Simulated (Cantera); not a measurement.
A perfectly stirred reactor is fed with 1.85 % CH₄, 97.2 % H₂, 0.972 % O₂, equivalence ratio 54, at 20.0 Torr; it is held at 2750 K, and followed from long to short residence time.

Cantera simulation using GRI-Mech 3.0 (53 species, 325 reactions); the numbers are that mechanism's predictions, not measurements. Radical loss at walls, strong at low pressure, is not modelled.

One state of this run: x CH₄ = 1.45e-7; x H₂ = 0.660; x O₂ = 3.31e-8; x CH₂O = 3.63e-10; x OH = 9.07e-5; x CH₃ = 1.14e-6. x: mole fraction; the columns are a selection and need not sum to one.

### Question
Which value of τ (s) does it belong to?
A) 1.7
B) 0.0013
C) 29
D) 0.0056

### Answer
A, 1.7
